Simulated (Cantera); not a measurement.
Charge: 1 mol C3H8, 0.24 mol O2, 0.77 mol N2, equilibrated at 0.000410 bar.

Method: chemical equilibrium by Gibbs-energy minimisation in Cantera with the NASA 1993 tables (ideal gas, pure condensed phases). Candidate condensed phases: C, C6H6, C7H8, C8H18, H2O; 136 gas species. Equilibrium is a limit: real reactors are often held back by kinetics, nucleation or transport.

Problem. Which condensed phases are stable at each of these points (T (K)): 698, 898, 1098, 1298, 1498, 1698, 1898, 2098, 2298, 2498, 2698, 2898?

Solution. 
| T (K) | condensed phases | C condensed (%) |
|---|---|---|
| 698 | C(graphite) | 86.7 |
| 898 | C(graphite) | 84.0 |
| 1098 | C(graphite) | 84.0 |
| 1298 | C(graphite) | 84.0 |
| 1498 | C(graphite) | 83.9 |
| 1698 | C(graphite) | 83.8 |
| 1898 | C(graphite) | 83.3 |
| 2098 | C(graphite) | 82.4 |
| 2298 | C(graphite) | 80.9 |
| 2498 | C(graphite) | 78.2 |
| 2698 | C(graphite) | 55.7 |
| 2898 | gas only | 0.0 |

From 698 K to 2698 K the condensed part is C(graphite). At 2898 K nothing is condensed.
